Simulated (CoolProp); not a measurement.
Properties of R507A along the isobar 0.101 MPa (Tc = 343.8 K, pc = 3.705 MPa, ω = 0.286).

The numbers come from the reference Helmholtz-energy equation of state, Lemmon 2003 in CoolProp. It is a pseudo-pure fit of the blend.

```csv
T (K),phase,density (kg/m³),cp (kJ/(kg K)),speed of sound (m/s),fugacity coefficient
279.7,gas,4.385,0.8434,159.3,0.9795
298,gas,4.098,0.8719,164.6,0.9837
316.4,gas,3.847,0.9015,169.6,0.9868
334.7,gas,3.628,0.9310,174.5,0.9892
353.1,gas,3.432,0.9604,179.2,0.9910
371.5,gas,3.257,0.9892,183.7,0.9925
389.8,gas,3.101,1.017,188.1,0.9937
408.2,gas,2.958,1.044,192.4,0.9946
426.6,gas,2.828,1.070,196.6,0.9954
444.9,gas,2.710,1.095,200.7,0.9961
463.3,gas,2.601,1.120,204.7,0.9967
481.6,gas,2.501,1.143,208.7,0.9972
500,gas,2.408,1.165,212.5,0.9976
```
